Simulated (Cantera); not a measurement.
Feed: 1 mol TiC, 0.036 mol C, 0.15 mol H2, equilibrated at 0.000560 bar.

These are equilibrium values from Cantera (NASA tables, ideal gas, pure condensed phases), not measurements of a reactor. Candidate condensed phases: C, C6H6, C7H8, C8H18, Ti, TiC; 77 gas species. TiC: taken at fixed stoichiometry. The numbers say what is thermodynamically allowed, not how fast it happens. All values below are at 2098 K.

Base state: H2 0.877, H 0.122, C2H2 (acetylene) 0.00125 (mole fractions); condensed: C(graphite) + TiC(s).

### Question
What changes in the equilibrium state with this change: TiC replaced by MgO?

### Answer
```tsv
species	before	after
H2	0.877	0.369
Mg	0	0.280
H2O	0	0.136
CO	0	0.122
H	0.122	0.0790
CO2	0	0.00910
OH	0	0.00345
C2H2 (acetylene)	0.00125	<1e-9
MgOH	0	0.000804
C(graphite), mol	0.0356	0
TiC(s), mol	1.000	0
MgO(s), mol	0	0.923
```
The tables' values for MgH are old estimates; treat these amounts as uncertain. Further candidate phases: H2O, Mg, MgCO3, MgO, Mg(OH)2.
